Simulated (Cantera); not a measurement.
A Cantera script and what it prints.

```python
import numpy as np
import cantera as ct

gas_names = [...]  # 130 gases of nasa_gas.yaml made of C, H, Mg, O, S
cond_names = """
    C(gr) C6H6(L) C7H8(L) C8H18(L),n-octa H2O(s) H2O(L) H2SO4(L) Mg(cr) Mg(L) MgCO3(s) MgO(s) MgO(L)
    MgO2H2(s) MgS(s) MgSO4(s) MgSO4(L) S(cr1) S(cr2) S(L)
""".split()


# ... load() reads the species with a 1 bar reference pressure and builds the phases ...
atoms = {
    'MgO': {'Mg': 1, 'O': 1},
    'H2S': {'H': 2, 'S': 1},
    'CO2': {'C': 1, 'O': 2},
    'SO3': {'S': 1, 'O': 3},
}
top_T = {'C(gr)': 4500, 'MgS(s)': 2250}  # K; cautious upper limits of use, not melting points


# ... equilibrate(T, P, feed) seeds the gas with the atoms and calls Mixture.equilibrate('TP', solver="vcs", rtol=1e-11, max_steps=5000) ...
results = []
feed = {'MgO': 1, 'H2S': 0.43, 'CO2': 0.91, 'SO3': 2.3}  # mol
P = 120000  # Pa
for T in [1248, 1298, 1348, 1398, 1448, 1498, 1548, 1598, 1648, 1698, 1748, 1798, 1848]:
    mix = equilibrate(T, P, feed)
    results.append((T, P, feed, dict(zip(mix.species_names, mix.species_moles))))
    x = sorted(zip(gas.X, gas.species_names), reverse=True)
    print(f"T = {T:g} K  P = {P:g} Pa  gas = {mix.phase_moles(0):.4g} mol")
    print("   x: " + "  ".join(f"{s} {v:.3e}" for v, s in x if v > 0.001))
    print("   condensed (mol): " + ("  ".join(f"{mix.phase(i).name} {mix.phase_moles(i):.4g}"
          for i in range(1, mix.n_phases) if mix.phase_moles(i) > 1e-12) or "none"))
```

Result:

```
T = 1248 K  P = 120000 Pa  gas = 3.076 mol
   x: SO2 5.606e-01  CO2 2.958e-01  H2O 1.398e-01  SO3 2.994e-03
   condensed (mol): MgO(s) 0.003876  MgSO4(s) 0.9961
T = 1298 K  P = 120000 Pa  gas = 3.196 mol
   x: SO2 5.611e-01  CO2 2.847e-01  H2O 1.345e-01  O2 1.146e-02  SO3 8.146e-03
   condensed (mol): MgO(s) 0.08931  MgSO4(s) 0.9107
T = 1348 K  P = 120000 Pa  gas = 4.534 mol
   x: SO2 5.840e-01  CO2 2.007e-01  O2 1.023e-01  H2O 9.484e-02  SO3 1.819e-02
   condensed (mol): MgO(s) 1
T = 1398 K  P = 120000 Pa  gas = 4.544 mol
   x: SO2 5.872e-01  CO2 2.003e-01  O2 1.043e-01  H2O 9.462e-02  SO3 1.359e-02
   condensed (mol): MgO(s) 1
T = 1448 K  P = 120000 Pa  gas = 4.552 mol
   x: SO2 5.895e-01  CO2 1.999e-01  O2 1.058e-01  H2O 9.445e-02  SO3 1.034e-02
   condensed (mol): MgO(s) 1
T = 1498 K  P = 120000 Pa  gas = 4.557 mol
   x: SO2 5.911e-01  CO2 1.997e-01  O2 1.068e-01  H2O 9.433e-02  SO3 7.990e-03
   condensed (mol): MgO(s) 1
T = 1548 K  P = 120000 Pa  gas = 4.561 mol
   x: SO2 5.923e-01  CO2 1.995e-01  O2 1.076e-01  H2O 9.423e-02  SO3 6.274e-03
   condensed (mol): MgO(s) 1
T = 1598 K  P = 120000 Pa  gas = 4.564 mol
   x: SO2 5.932e-01  CO2 1.994e-01  O2 1.081e-01  H2O 9.415e-02  SO3 4.998e-03
   condensed (mol): MgO(s) 1
T = 1648 K  P = 120000 Pa  gas = 4.566 mol
   x: SO2 5.938e-01  CO2 1.993e-01  O2 1.085e-01  H2O 9.407e-02  SO3 4.036e-03
   condensed (mol): MgO(s) 1
T = 1698 K  P = 120000 Pa  gas = 4.568 mol
   x: SO2 5.943e-01  CO2 1.992e-01  O2 1.089e-01  H2O 9.399e-02  SO3 3.299e-03
   condensed (mol): MgO(s) 1
T = 1748 K  P = 120000 Pa  gas = 4.569 mol
   x: SO2 5.947e-01  CO2 1.991e-01  O2 1.091e-01  H2O 9.390e-02  SO3 2.729e-03
   condensed (mol): MgO(s) 1
T = 1798 K  P = 120000 Pa  gas = 4.571 mol
   x: SO2 5.950e-01  CO2 1.990e-01  O2 1.093e-01  H2O 9.379e-02  SO3 2.281e-03
   condensed (mol): MgO(s) 1
T = 1848 K  P = 120000 Pa  gas = 4.572 mol
   x: SO2 5.951e-01  CO2 1.988e-01  O2 1.094e-01  H2O 9.366e-02  SO3 1.926e-03
   condensed (mol): MgO(s) 1
```

Equilibrium computed with Cantera from the NASA thermochemical tables; the gas is ideal and each condensed phase is pure. Mutual solubility and eutectic melting of coexisting phases are not modelled.
